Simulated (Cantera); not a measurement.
An adiabatic, constant-pressure homogeneous reactor starts with CO : H2 : CH4 : O2 : N2 : H2O = 1 : 1.5 : 0.13 : 1.37 : 5.16 : 0.94 (molar parts), at 1098 K and 80000 Pa. Integrator tolerance rtol = 1e-08.

Detailed kinetics in Cantera: GRI-Mech 3.0 (53 species, 325 reactions).

### Question
What does this change do: initial temperature 1098 to 1598 K?

### Answer
| quantity | before | after |
|---|---|---|
| time of steepest temperature rise | 0.253 ms | 18.3 µs |
| temperature at 3.00 s | 2557 K | 2722 K |
| equilibrium temperature | 2557 K | 2722 K |
| x(CO) at 3.00 s | 0.0423 (gas-phase equilibrium 0.0423) | 0.0564 (gas-phase equilibrium 0.0564) |
| x(H2) at 3.00 s | 0.0217 (gas-phase equilibrium 0.0217) | 0.0311 (gas-phase equilibrium 0.0311) |
| x(CH4) at 3.00 s | <1e-12 (gas-phase equilibrium <1e-12) | <1e-12 (gas-phase equilibrium <1e-12) |
| x(H2O2) at 3.00 s | 1.95e-7 (gas-phase equilibrium 1.95e-7) | 3.17e-7 (gas-phase equilibrium 3.17e-7) |
| x(H) at 3.00 s | 0.00533 (gas-phase equilibrium 0.00533) | 0.0123 (gas-phase equilibrium 0.0123) |
| x(CO2) at 3.00 s | 0.0802 (gas-phase equilibrium 0.0802) | 0.0633 (gas-phase equilibrium 0.0633) |

### Question
What does this change do: constant volume in place of constant pressure?

### Answer
| quantity | before | after |
|---|---|---|
| time of steepest temperature rise | 0.253 ms | 0.242 ms |
| temperature at 3.00 s | 2557 K | 2728 K |
| equilibrium temperature | 2557 K | 2728 K |
| x(CO) at 3.00 s | 0.0423 (gas-phase equilibrium 0.0423) | 0.0497 (gas-phase equilibrium 0.0497) |
| x(H2) at 3.00 s | 0.0217 (gas-phase equilibrium 0.0217) | 0.0256 (gas-phase equilibrium 0.0256) |
| x(CH4) at 3.00 s | <1e-12 (gas-phase equilibrium <1e-12) | <1e-12 (gas-phase equilibrium <1e-12) |
| x(H2O2) at 3.00 s | 1.95e-7 (gas-phase equilibrium 1.95e-7) | 4.48e-7 (gas-phase equilibrium 4.48e-7) |
| x(H) at 3.00 s | 0.00533 (gas-phase equilibrium 0.00533) | 0.00752 (gas-phase equilibrium 0.00752) |
| x(CO2) at 3.00 s | 0.0802 (gas-phase equilibrium 0.0802) | 0.0716 (gas-phase equilibrium 0.0716) |
